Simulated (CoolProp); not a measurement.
Vapour-liquid equilibrium of n-butane (1) + R113 (2) at 284.4 K; x and y are mole fractions of (1).

Computed with CoolProp (multi-fluid Helmholtz-energy mixture model, Bücker 2006 and Marx 1992; pair parameters Bell 2016).

Give the bubble pressure and the first vapour's composition at x = 0.05, 0.5, 0.95. Is there an azeotrope?

x = 0.05: 0.3413 bar, y = 0.292; x = 0.5: 0.9781 bar, y = 0.854; x = 0.95: 1.490 bar, y = 0.987. No azeotrope shows between x = 0.05 and 0.95.

The pair parameters rest on a limited set of measurements; away from them the model extrapolates.
